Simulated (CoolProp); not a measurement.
Computed with CoolProp (reference Helmholtz-energy equation of state, Thol 2015).

Task: Give the vapour pressure (MPa), liquid density (kg/m³), surface tension (mN/m) of saturated octamethylcyclotetrasiloxane (D4) at 163.25, 213.45, 243.55 °C.

Result: 
```tsv
T (°C)	p (MPa)	liquid density (kg/m³)	surface tension (mN/m)
163.25	0.0729	783	8.20
213.45	0.241	709	5.01
243.55	0.433	656	3.25
```

Surface tension comes from a separate correlation (Mulero 2014), older than this fluid's equation and unchecked against measurements.
